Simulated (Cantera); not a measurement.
Charge: 1 mol TEOS, 1.9 mol CO2, 0.3 mol H2, at 848.15 K and 9.50 Pa.

Equilibrium computed with Cantera from the NASA thermochemical tables; the gas is ideal and each condensed phase is pure. Candidate condensed phases: C, C6H6, C7H8, C8H18, H2O, Si, SiC, SiO2; 123 gas species. The feed counts by its element totals alone. Equilibrium is a limit: real reactors are often held back by kinetics, nucleation or transport.

### Question
What is the equilibrium state?

### Answer
| Property | Result |
|---|---|
| x(H2) | 0.640 |
| x(CO) | 0.360 |
| x(CO2) | 0.000279 |
| x(H2O) | 0.000161 |
| x(CH4) | 2.49e-5 |
| n(C(graphite)) | 4.11 mol |
| n(SiO2(β-quartz)) | 1.00 mol |
| gas amount | 16.09 mol |
| log10 activity of Si(s) (absent) | -14.67 |
